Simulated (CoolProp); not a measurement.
Computed with CoolProp (reference Helmholtz-energy equation of state, Akasaka 2020).

Task: For R1123, give the phase and the cv (kJ/(kg K)) at 102.85 °C and 328 kPa; 102.85 °C and 1700 kPa; 102.85 °C and 8790 kPa.

Result: 
- 102.85 °C and 328 kPa: gas; cv 0.866
- 102.85 °C and 1700 kPa: gas; cv 0.880
- 102.85 °C and 8790 kPa: supercritical; cv 0.990
